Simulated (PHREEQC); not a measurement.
A solution holds 0.0089 mol ZnSO4 per kg of water, at 20 °C. Closed to the air; pH follows from the charge balance.

Equilibrium calculation in PHREEQC: ion-association model, wateq4f.dat.

| Property | Value |
|---|---|
| pH | 5.84 |
| ionic strength | 0.0245 mol/kgw |

| species | molality | activity | log γ |
|---|---|---|---|
| Zn+2 | 0.00613 | 0.00351 | -0.242 |
| SO4-2 | 0.00600 | 0.00335 | -0.253 |
| ZnSO4 | 0.00263 | 0.00265 | 0.002 |
| Zn(SO4)2-2 | 0.000136 | 7.49e-5 | -0.259 |
| ZnOH+ | 2.09e-6 | 1.80e-6 | -0.065 |
| H+ | 1.64e-6 | 1.45e-6 | -0.054 |
| HSO4- | 4.93e-7 | 4.25e-7 | -0.064 |
| Zn(OH)2 | 2.08e-8 | 2.09e-8 | 0.002 |
| OH- | 5.45e-9 | 4.67e-9 | -0.067 |

Precipitation was switched off in this run.
